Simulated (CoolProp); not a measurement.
The fluoroketone C6F12O (FK-5-1-12) at several states: fugacity coefficient from the reference equation and from simpler models built on Tc = 441.8 K, pc = 1.869 MPa, ω = 0.471; each cubic takes its own stable root.

The numbers come from the reference Helmholtz-energy equation of state, McLinden 2015 in CoolProp.

```json
[
 {"T (K)": "411.2", "p (MPa)": "4.09", "phase": "liquid", "reference": "0.2415", "van der Waals": "0.3459", "Peng-Robinson": "0.2404"},
 {"T (K)": "466.9", "p (MPa)": "0.0533", "phase": "gas", "reference": "0.9919", "van der Waals": "0.9926", "Peng-Robinson": "0.9911"},
 {"T (K)": "360.7", "p (MPa)": "0.34", "phase": "liquid", "reference": "0.8363", "van der Waals": "0.9129", "Peng-Robinson": "0.8360"},
 {"T (K)": "322.3", "p (MPa)": "3.73", "phase": "liquid", "reference": "0.03382", "van der Waals": "0.1584", "Peng-Robinson": "0.03368"},
 {"T (K)": "477.8", "p (MPa)": "0.0166", "phase": "gas", "reference": "0.9977", "van der Waals": "0.9978", "Peng-Robinson": "0.9975"},
 {"T (K)": "197.8", "p (MPa)": "4.48", "phase": "liquid", "reference": "1.086e-5", "van der Waals": "0.01124", "Peng-Robinson": "1.552e-5"}
]
```

At some of these states van der Waals gives the other phase, because its saturation line lies elsewhere.
